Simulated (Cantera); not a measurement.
A perfectly stirred reactor is fed with 11.2 % CO, 0.727 % H2, 11.4 % O2, 76.7 % N2, equivalence ratio 0.52, at 0.987 atm; it is adiabatic with a 373 K inlet, and is followed from long to short residence time, starting on the burning branch (τ in s: 0.21, 0.1, 0.048, 0.023, 0.011, 0.0054, 0.0026, 0.0012, 0.0006, 0.00029, 0.00014, 6.6e-05, 3.2e-05).

Cantera simulation using GRI-Mech 3.0 (53 species, 325 reactions); the numbers are that mechanism's predictions, not measurements.

Task: Predict: blow-out, bracketed by the residence times tried; x(CO) at τ = 0.210 s; x(H2) at τ = 0.210 s; x(O2) at τ = 0.210 s; x(H2O2) at τ = 0.210 s; x(NO) at τ = 0.210 s; x(CO) at τ = 2.60 ms; x(H2) at τ = 2.60 ms; x(O2) at τ = 2.60 ms.

Result: 
| Property | Value |
|---|---|
| blow-out, bracketed by the residence times tried | burning at 11.0 ms, out at 5.40 ms |
| x(CO) at τ = 0.210 s | 0.00160 |
| x(H2) at τ = 0.210 s | 2.01e-5 |
| x(O2) at τ = 0.210 s | 0.0586 |
| x(H2O2) at τ = 0.210 s | 8.15e-8 |
| x(NO) at τ = 0.210 s | 9.39e-6 |
| x(CO) at τ = 2.60 ms | 0.112 |
| x(H2) at τ = 2.60 ms | 0.00727 |
| x(O2) at τ = 2.60 ms | 0.114 |
